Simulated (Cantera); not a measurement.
Input (Python, Cantera):

```python
import numpy as np
import cantera as ct

gas = ct.Solution("gri30.yaml")
gas.TP = 300, 89000
flame = ct.CounterflowDiffusionFlame(gas, width=0.02)
flame.fuel_inlet.X, flame.fuel_inlet.T = {'CH4': 1, 'N2': 0.35}, 473
flame.oxidizer_inlet.X, flame.oxidizer_inlet.T = {'O2': 0.18, 'N2': 0.82}, 775
flame.set_refine_criteria(ratio=3, slope=0.12, curve=0.24, prune=0.03)
show = ['OH', 'H', 'NO', 'CO', 'C2H2']

rows = []
print(f"{'mdot':>8s}{'a_max':>10s}{'a_mean':>10s}{'Tmax/K':>9s}" + "".join(f"{s:>11s}" for s in show) + "   (peak mole fractions)")
for i, mdot in enumerate([0.22, 0.32, 0.46, 0.65, 0.93, 1.3, 1.9]):  # kg/m2/s on the oxidiser side
    flame.oxidizer_inlet.mdot, flame.fuel_inlet.mdot = mdot, 0.9 * mdot
    flame.solve(loglevel=0, auto=(i == 0))
    if flame.T.max() < max(473, 775) + 100:
        print(f"{mdot:8.3g}  no burning solution found from the previous one")
        break
    dT = np.abs(np.gradient(flame.T, flame.grid))
    rows.append([flame.strain_rate("max"), flame.strain_rate("mean"), flame.T.max(),
                 *(flame.X[gas.species_index(s)].max() for s in show), max(dT[0], dT[-1]) / dT.max()])
    print(f"{mdot:8.3g}{rows[-1][0]:10.1f}{rows[-1][1]:10.1f}{rows[-1][2]:9.1f}" + "".join(f"{x:11.3e}" for x in rows[-1][3:-1]))
```

It prints:

```
    mdot     a_max    a_mean   Tmax/K         OH          H         NO         CO       C2H2   (peak mole fractions)
    0.22     199.3      50.6   2079.1  7.104e-03  4.136e-03  2.570e-04  4.687e-02  1.088e-02
    0.32     281.6      73.6   2063.1  7.048e-03  4.337e-03  2.312e-04  4.634e-02  1.008e-02
    0.46     395.7     105.7   2048.8  6.994e-03  4.540e-03  2.039e-04  4.614e-02  9.404e-03
    0.65     547.7     149.4   2032.7  6.879e-03  4.703e-03  1.741e-04  4.614e-02  8.722e-03
    0.93     767.1     213.8   2011.4  6.643e-03  4.798e-03  1.395e-04  4.626e-02  7.846e-03
     1.3    1052.8     298.8   1986.5  6.309e-03  4.786e-03  1.054e-04  4.650e-02  6.859e-03
     1.9    1507.8     436.7   1950.1  5.749e-03  4.584e-03  6.767e-05  4.697e-02  5.466e-03
```

Computed with Cantera and GRI-Mech 3.0 (53 species, 325 reactions). GRI-Mech 3.0 has no aromatics or soot, which form on the fuel side of real flames. The maximum strain rate includes the flame's own expansion and is several times the mean.
